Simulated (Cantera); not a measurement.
A Cantera script and what it prints.

```python
import numpy as np
import cantera as ct

gas_names = [...]  # 113 gases of nasa_gas.yaml made of C, H, O, Pb
cond_names = """
    C(gr) C6H6(L) C7H8(L) C8H18(L),n-octa H2O(s) H2O(L) Pb(cr) Pb(L) PbO(rd) PbO(yw) PbO(L) PbO2(s)
    Pb3O4(s)
""".split()


# ... load() reads the species with a 1 bar reference pressure and builds the phases ...
atoms = {
    'Pb': {'Pb': 1},
    'CO': {'C': 1, 'O': 1},
    'H2': {'H': 2},
}
top_T = {'C(gr)': 4500, 'Pb3O4(s)': 820}  # K; cautious upper limits of use, not melting points


# ... equilibrate(T, P, feed) seeds the gas with the atoms and calls Mixture.equilibrate('TP', solver="vcs", rtol=1e-11, max_steps=5000) ...
results = []
feed = {'Pb': 1, 'CO': 0.042, 'H2': 0.49}  # mol
T = 1400  # K
P = 170  # Pa
mix = equilibrate(T, P, feed)
results.append((T, P, feed, dict(zip(mix.species_names, mix.species_moles))))
x = sorted(zip(gas.X, gas.species_names), reverse=True)
print(f"T = {T:g} K  P = {P:g} Pa  gas = {mix.phase_moles(0):.4g} mol")
print("   x: " + "  ".join(f"{s} {v:.3e}" for v, s in x if v > 1e-06))
print("   condensed (mol): " + ("  ".join(f"{mix.phase(i).name} {mix.phase_moles(i):.4g}"
      for i in range(1, mix.n_phases) if mix.phase_moles(i) > 1e-12) or "none"))
```

Output:

```
T = 1400 K  P = 170 Pa  gas = 1.532 mol
   x: Pb 6.527e-01  H2 3.198e-01  CO 2.741e-02  H 6.671e-05  Pb2 1.756e-05
   condensed (mol): none
```

Cantera equilibrium calculation (NASA polynomials, part measured and part estimated; ideal gas, pure solids and liquids).
